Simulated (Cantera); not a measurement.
Input: 1 mol BN, 9.5 mol NF3, 8.1 mol N2, at 2098 K and 15.0 mbar.

These are equilibrium values from Cantera (NASA tables, ideal gas, pure condensed phases), not measurements of a reactor. Candidate condensed phases: B, BN; 13 gas species. The numbers say what is thermodynamically allowed, not how fast it happens.

**Question.** What is the equilibrium state?

**Answer.** 
- x(F): 0.640
- x(N2): 0.335
- x(BF3): 0.0251
- x(F2): 1.78e-5
- gas amount: 39.85 mol
- log10 activity of B(s) (absent): -18.56
